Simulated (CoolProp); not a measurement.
A single-stage vapour-compression cycle with the fluid: evaporating at 208.15 K (dew point), condensing at 257.15 K (bubble point), superheat 2 K, subcooling 5 K, compressor efficiency 0.8, no pressure losses. The same conditions are run with several fluids, on thermodynamics alone (safety and materials aside).

Model: reference Helmholtz-energy equation of state of each fluid (R507A: Lemmon 2003; R134a: Tillner-Roth 1994; R152A: Outcalt 1996; R115: Lemmon 2016; ethane: Bücker 2006; carbonyl sulfide: Lemmon 2006), in CoolProp. Blends and air are pseudo-pure fits.

| fluid | cooling COP | pressure ratio | discharge temperature (K) | refrigerating effect (kJ/kg) | volumetric capacity (kJ/m³) |
|---|---|---|---|---|---|
| R507A | ___ | 9.49 | ___ | ___ | 344 |
| R134a | 2.91 | ___ | 298.7 | 187 | 126 |
| R152A | 2.91 | 13.2 | 320.2 | 296 | 122 |
| R115 | 2.79 | 9.51 | 268.5 | 94.8 | 230 |
| ethane | ___ | 5.13 | 301.7 | 337 | 1930 |
| carbonyl sulfide | ___ | ___ | 353.6 | 267 | 450 |

**Question.** Some entries are withheld; supply them.

**Answer.** 
- R507A, cooling COP: 2.84
- R507A, discharge temperature (K): 287.1
- R507A, refrigerating effect (kJ/kg): 154
- R134a, pressure ratio: 13.8
- ethane, cooling COP: 2.69
- carbonyl sulfide, cooling COP: 2.83
- carbonyl sulfide, pressure ratio: 8.12
